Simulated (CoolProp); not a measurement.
Vapour pressure (kPa) of octamethyltrisiloxane (MDM): the reference equation beside estimates from Tc = 292.2 °C, pc = 1438 kPa, ω = 0.528. Clausius-Clapeyron is anchored at 33.45 °C with a constant enthalpy of vaporisation of 47.54 kJ/mol.

The numbers come from the reference Helmholtz-energy equation of state, Thol 2017 in CoolProp.

```csv
T (°C),reference,Lee-Kesler,Clausius-Clapeyron,Soave-Redlich-Kwong,Peng-Robinson
10.65,0.1836,0.2023,0.1903,0.2039,0.2357
22.05,0.4106,0.4399,0.4144,0.4432,0.5007
33.45,0.8516,0.8928,0.8516,0.8985,0.9947
44.85,1.653,1.704,1.662,1.713,1.863
56.25,3.025,3.079,3.096,3.091,3.311
67.55,…,5.277,5.507,5.290,5.592
78.95,8.686,8.703,9.481,8.714,9.104
90.35,13.84,…,…,13.81,14.28
101.75,21.27,21.14,25.46,21.14,…
113.15,…,31.39,39.93,31.37,31.92
124.45,45.55,45.15,60.81,45.14,45.65
135.85,64.12,63.51,90.79,63.56,63.93
147.25,88.18,87.32,132.6,…,87.61
158.65,118.7,…,190.0,118.0,117.7
170.05,156.9,155.4,267.0,…,155.5
```

**Question.** What belongs in the gaps?

**Answer.** 
- 67.55, reference: 5.232
- 90.35, Lee-Kesler: 13.80
- 90.35, Clausius-Clapeyron: 15.78
- 101.75, Peng-Robinson: 21.67
- 113.15, reference: 31.63
- 147.25, Soave-Redlich-Kwong: 87.50
- 158.65, Lee-Kesler: 117.6
- 170.05, Soave-Redlich-Kwong: 156.3

Absolute difference from the reference over all 15 rows, mean and median: Lee-Kesler 2.3 and 1.0 %, Clausius-Clapeyron 22.5 and 14.0 %, Soave-Redlich-Kwong 2.5 and 0.9 %, Peng-Robinson 7.3 and 3.2 %.
